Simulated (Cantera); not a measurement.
An adiabatic, constant-pressure homogeneous reactor starts with CH4 : C2H6 : O2 : N2 = 1 : 0.043 : 1.79 : 19.7 (molar parts), at 1173 K and 21.0 bar. Integrator tolerance rtol = 1e-08.

Detailed kinetics in Cantera: GRI-Mech 3.0 (53 species, 325 reactions). The pressure lies above the range GRI-Mech 3.0 was tuned for (to about 10 atm).

Problem. What does this change do: 0.43 parts H2 added?

Solution. 
```csv
quantity,before,after
time of steepest temperature rise,3.21 ms,0.871 ms
temperature at 6.00 s,1971 K,1954 K
equilibrium temperature,1971 K,1954 K
x(CH4) at 6.00 s,1.05e-11 (gas-phase equilibrium 1.15e-11),1.07e-10 (gas-phase equilibrium 1.18e-10)
x(C2H6) at 6.00 s,<1e-12 (gas-phase equilibrium <1e-12),<1e-12 (gas-phase equilibrium <1e-12)
x(O2) at 6.00 s,1.11e-7 (gas-phase equilibrium 1.11e-7),2.56e-8 (gas-phase equilibrium 2.56e-8)
x(HCN) at 6.00 s,1.40e-8 (gas-phase equilibrium 1.40e-8),4.67e-8 (gas-phase equilibrium 4.67e-8)
x(H2O) at 6.00 s,0.0806 (gas-phase equilibrium 0.0806),0.0858 (gas-phase equilibrium 0.0858)
```
